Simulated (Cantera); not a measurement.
Cantera run, input and output.

```python
import numpy as np
import cantera as ct

gas = ct.Solution("h2o2.yaml")
gas.TPX = 600, 410000, {'H2': 1, 'O2': 0.417, 'N2': 1.57}
flame = ct.FreeFlame(gas, width=0.015)
flame.set_refine_criteria(ratio=3, slope=0.08, curve=0.16)
flame.transport_model = "mixture-averaged"
flame.solve(loglevel=0, auto=True)
z, T = flame.grid, flame.T
thick = (T[-1] - T[0]) / np.gradient(T, z).max()
show = ['H2', 'O2', 'H2O2', 'OH', 'H2O', 'O']
print(f"laminar burning velocity  {flame.velocity[0] * 100:.3f} cm/s")
print(f"burnt temperature         {T[-1]:.1f} K")
print(f"thermal thickness         {thick * 1e3:.4f} mm")
print(f"grid points               {len(z)}")
z0 = z[flame.heat_release_rate.argmax()]
print(f"{'z/mm':>9s}{'T/K':>9s}{'u/(m/s)':>9s}" + "".join(f"{s:>11s}" for s in show))
rows = []
for k in (-3, -2, -1.5, -1, -0.5, -0.25, 0, 0.25, 0.5, 1, 2, 4, 8):
    zz = z0 + k * thick
    rows.append([k * thick, np.interp(zz, z, T), np.interp(zz, z, flame.velocity),
                 *(np.interp(zz, z, flame.X[gas.species_index(s)]) for s in show)])
    print(f"{rows[-1][0] * 1e3:9.3f}{rows[-1][1]:9.1f}{rows[-1][2]:9.3f}" + "".join(f"{x:11.3e}" for x in rows[-1][3:]))
```

Result:

```
laminar burning velocity  843.141 cm/s
burnt temperature         2589.9 K
thermal thickness         0.0747 mm
grid points               112
     z/mm      T/K  u/(m/s)         H2         O2       H2O2         OH        H2O          O
   -0.224    600.0    8.431  3.348e-01  1.396e-01  2.739e-14  1.193e-15  1.600e-11  3.415e-14
   -0.149    600.0    8.431  3.348e-01  1.396e-01  1.556e-12  9.840e-14  6.968e-10  2.818e-12
   -0.112    600.0    8.431  3.348e-01  1.396e-01  5.583e-11  4.258e-12  1.859e-08  1.217e-10
   -0.075    600.2    8.430  3.345e-01  1.397e-01  5.877e-09  4.881e-10  1.221e-06  1.067e-08
   -0.037    623.5    8.675  3.270e-01  1.405e-01  6.844e-06  3.359e-05  8.168e-04  6.939e-06
   -0.019    881.0   11.870  2.875e-01  1.349e-01  5.316e-05  1.156e-03  2.337e-02  3.466e-04
    0.000   1361.8   17.724  1.952e-01  9.743e-02  1.666e-05  3.939e-03  1.078e-01  3.823e-03
    0.019   1707.2   21.909  1.122e-01  4.444e-02  4.201e-06  9.918e-03  2.043e-01  7.608e-03
    0.037   1883.4   23.992  8.223e-02  2.125e-02  2.514e-06  1.404e-02  2.453e-01  8.075e-03
    0.075   2056.2   25.938  7.355e-02  1.161e-02  1.452e-06  1.643e-02  2.654e-01  6.772e-03
    0.149   2219.2   27.690  7.190e-02  7.869e-03  8.915e-07  1.614e-02  2.786e-01  4.579e-03
    0.299   2359.5   29.140  6.946e-02  4.947e-03  5.991e-07  1.410e-02  2.916e-01  2.664e-03
    0.598   2465.6   30.201  6.669e-02  2.760e-03  4.075e-07  1.116e-02  3.028e-01  1.378e-03
```

Computed with Cantera and the H2/O2 subset of GRI-Mech 3.0, which has no nitrogen chemistry. The hydrogen kinetics of GRI-Mech 3.0 are dated; newer H2 mechanisms differ, most at raised pressure. Burning velocities carry a grid error of a few per cent, more on coarse grids.
